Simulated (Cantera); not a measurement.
A Cantera script and what it prints.

```python
import numpy as np
import cantera as ct

gas_names = """
    Electron H H+ H- HO2 H2 H2+ H2- H2O H2O+ H2O2 H2S H2SO4 H3O+ O O+ O- OH OH+ OH- O2 O2+ O2- O3 S S+
    S- SH SO SO2 SO3 S2 S2O S8
""".split()
cond_names = """
    H2O(s) H2O(L) H2SO4(L) S(cr1) S(cr2) S(L)
""".split()


def load(file, names, dense=False):
    # The tables refer to 1 bar. Condensed volumes are neglected.
    table = {s.name: s for s in ct.Species.list_from_file(file)}
    out = []
    for n in names:
        d = dict(table[n].input_data)
        d["thermo"] = dict(d["thermo"], **{"reference-pressure": 1e5})
        if dense:
            d["equation-of-state"] = {"model": "constant-volume", "density": "1e6 g/cm^3"}
        out.append(ct.Species.from_dict(d))
    return out


gas = ct.Solution(thermo="ideal-gas", species=load("nasa_gas.yaml", gas_names))
cond = {s.name: ct.Solution(thermo="fixed-stoichiometry", species=[s], name=s.name)
        for s in load("nasa_condensed.yaml", cond_names, dense=True)}
atoms = {
    'H2S': {'H': 2, 'S': 1},
    'O2': {'O': 2},
}
top_T = {}  # K; cautious upper limits of use, not melting points


def equilibrate(T, P, feed):
    n = {}
    for name, mol in feed.items():
        for a, k in atoms[name].items():
            n[a] = n.get(a, 0.0) + k * mol
    gas.TPX = T, P, n
    mass = sum(n.values()) * gas.mean_molecular_weight
    gas.equilibrate("TP")
    valid = [c for c in cond.values() if c.min_temp <= T <= top_T.get(c.name, c.max_temp)]
    mix = ct.Mixture([(gas, mass / gas.mean_molecular_weight)] + [(c, 0.0) for c in valid])
    mix.T, mix.P = T, P
    mix.equilibrate("TP", solver="vcs", rtol=1e-11, max_steps=5000)
    return mix


results = []
feed = {'H2S': 1, 'O2': 3.8}  # mol
P = 11000  # Pa
for T in [3000, 3500, 4000, 4500, 5000]:
    mix = equilibrate(T, P, feed)
    results.append((T, P, feed, dict(zip(mix.species_names, mix.species_moles))))

top = {s: max(r[3][s] / sum(r[3][g] for g in gas_names) for r in results) for s in gas_names}
cols = sorted((s for s in top if top[s] > 1e-06), key=lambda s: -top[s])[:8]
seen = [c for c in cond_names if any(r[3].get(c, 0) > 1e-12 for r in results)]
print("log10 of partial pressures in bar; condensed amounts in mol")
print(f"{'T/K':>10s}" + "".join(f"{s[:9]:>10s}" for s in cols + seen))
for T, P, feed, n in results:
    ng = sum(n[g] for g in gas_names)
    print(f"{T:10.4g}" + "".join(f"{np.log10(max(n[s] / ng * P / 1e5, 1e-99)):10.3f}" for s in cols)
          + "".join(f"{n.get(c, 0):10.4g}" for c in seen))
```

Output:

```
log10 of partial pressures in bar; condensed amounts in mol
       T/K         O        O2         H       SO2        OH         S       H2O        SO
      3000    -1.654    -1.415    -2.140    -1.821    -1.977    -3.495    -2.035    -2.318
      3500    -1.240    -1.865    -1.733    -2.628    -2.281    -2.406    -3.219    -2.148
      4000    -1.126    -2.597    -1.690    -4.098    -2.970    -2.058    -4.831    -2.687
      4500    -1.107    -3.307    -1.685    -5.596    -3.608    -1.998    -6.216    -3.389
      5000    -1.104    -3.899    -1.684    -6.859    -4.134    -1.988    -7.342    -4.002
```

Method: chemical equilibrium by Gibbs-energy minimisation in Cantera with the NASA 1993 tables (ideal gas, pure condensed phases).
